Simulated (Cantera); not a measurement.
Input: 1 mol SiH2Cl2, 26 mol N2, 0.48 mol H2, equilibrated at 625 °C and 75.0 Torr.

Equilibrium computed with Cantera from the NASA thermochemical tables; the gas is ideal and each condensed phase is pure. Candidate condensed phases: NH4Cl, Si, Si3N4; 28 gas species. N2 is the only nitrogen source here; it is nearly inert below about 1500 K, so the nitride shown seldom forms there in practice. The numbers say what is thermodynamically allowed, not how fast it happens.

Base state: N2 0.915, HCl 0.0566, H2 0.0250, SiCl4 0.00385 (mole fractions); condensed: Si3N4(s).

Problem. What changes in the equilibrium state with this change: temperature from 625 °C to 1102 °C?

Solution. 
```csv
species,before,after
N2,0.915,0.913
HCl,0.0566,0.0627
H2,0.0250,0.0219
SiCl4,0.00385,0.00166
SiCl2,1.83e-9,0.000557
SiCl3,3.82e-7,0.000449
SiHCl3,4.74e-6,3.70e-5
"Si3N4(s), mol",0.298,0.308
```
The tables' values for SiCl3 are old estimates; treat these amounts as uncertain.
